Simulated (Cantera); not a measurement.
Standard-state values (1 bar) from the NASA 1993 polynomials, evaluated with Cantera. Values are per mole of reaction as written; species without (g) are pure solids or liquids, kept so even where they would boil at 1 bar.

FeCl3(g) ⇌ Cl(g) + FeCl2(g), with ΔH° = 233.4 kJ and ΔS° = 120.3 J/K at 300 K.

Problem. How far is the shortcut ΔG° ≈ ΔH°(300 K) − T·ΔS°(300 K) from the full temperature-dependent value at 2523, 2573, 2623, 2673, 2723, 2773 K?

Solution. 
```json
[
 {"T (K)": "2523", "shortcut (kJ)": "-70.0", "full (kJ)": "-77.0", "difference (kJ)": "6.9", "difference in log10 K": "-0.14"},
 {"T (K)": "2573", "shortcut (kJ)": "-76.0", "full (kJ)": "-83.3", "difference (kJ)": "7.2", "difference in log10 K": "-0.15"},
 {"T (K)": "2623", "shortcut (kJ)": "-82.0", "full (kJ)": "-89.5", "difference (kJ)": "7.5", "difference in log10 K": "-0.15"},
 {"T (K)": "2673", "shortcut (kJ)": "-88.1", "full (kJ)": "-95.8", "difference (kJ)": "7.8", "difference in log10 K": "-0.15"},
 {"T (K)": "2723", "shortcut (kJ)": "-94.1", "full (kJ)": "-102.2", "difference (kJ)": "8.1", "difference in log10 K": "-0.15"},
 {"T (K)": "2773", "shortcut (kJ)": "-100.1", "full (kJ)": "-108.5", "difference (kJ)": "8.4", "difference in log10 K": "-0.16"}
]
```
The shortcut ignores the heat-capacity change of the reaction.
